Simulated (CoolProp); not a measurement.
Vapour-liquid equilibrium of hexamethyldisiloxane (MM) (1) + toluene (2) at 119.15 °C; x and y are mole fractions of (1).

Computed with CoolProp (multi-fluid Helmholtz-energy mixture model, Thol 2016 and Lemmon 2006; pair parameters Bell 2016).

```
x     bubble pressure (MPa)  y at the bubble point  dew pressure at overall composition x (MPa)  liquid density (mol/L)
----  ---------------------  ---------------------  -------------------------------------------  ----------------------
0.05                 0.1321                  0.075                                       0.1308                   7.993
0.15                 0.1390                      ?                                       0.1359                   7.330
0.25                 0.1452                  0.326                                       0.1412                       ?
0.35                 0.1507                  0.429                                       0.1465                   6.237
0.45                 0.1555                  0.523                                       0.1518                   5.783
0.55                 0.1595                  0.610                                       0.1568                   5.378
0.65                 0.1629                  0.693                                       0.1612                   5.016
0.75                 0.1656                      ?                                       0.1648                   4.691
0.85                 0.1675                      ?                                       0.1673                   4.399
0.95                 0.1686                  0.952                                       0.1686                   4.135
```

Q: Fill in the missing entries.

A: 
- 0.15, y at the bubble point: 0.209
- 0.25, liquid density (mol/L): 6.749
- 0.75, y at the bubble point: 0.776
- 0.85, y at the bubble point: 0.861

No azeotrope shows between x = 0.05 and 0.95.

Pair parameters are fitted to limited data, so mixtures are less certain than the pure fluids.
